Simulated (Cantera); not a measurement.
Feed: 1 mol SiCl4, 8 mol NH3, held at 1198 K and 0.590 bar.

Method: chemical equilibrium by Gibbs-energy minimisation in Cantera with the NASA 1993 tables (ideal gas, pure condensed phases). Candidate condensed phases: NH4Cl, Si, Si3N4; 28 gas species. The tables' values for SiCl3 are old estimates; treat these amounts as uncertain. The numbers say what is thermodynamically allowed, not how fast it happens.

Base state: H2 0.583, HCl 0.220, N2 0.194, SiCl4 0.00268, SiHCl3 0.000192, SiCl3 4.73e-5, NH3 2.23e-5 (mole fractions); condensed: Si3N4(s).

**Question.** What changes in the equilibrium state with this change: SiCl4 replaced by SiH4?

**Answer.** 
```csv
species,before,after
H2,0.583,0.808
N2,0.194,0.192
NH3,2.23e-5,3.62e-5
HCl,0.220,0
SiCl4,0.00268,0
SiHCl3,0.000192,0
SiCl3,4.73e-5,0
"Si3N4(s), mol",0.316,0.333
```

**Question.** What changes in the equilibrium state with this change: NH3 from 8 to 0.29 mol?

**Answer.** 
```csv
species,before,after
SiCl4,0.00268,0.537
HCl,0.220,0.291
H2,0.583,0.120
N2,0.194,0.0426
SiCl3,4.73e-5,0.00324
SiHCl3,0.000192,0.00596
SiCl2,7.38e-6,0.000173
NH3,2.23e-5,9.76e-7
"Si3N4(s), mol",0.316,0.0380
```
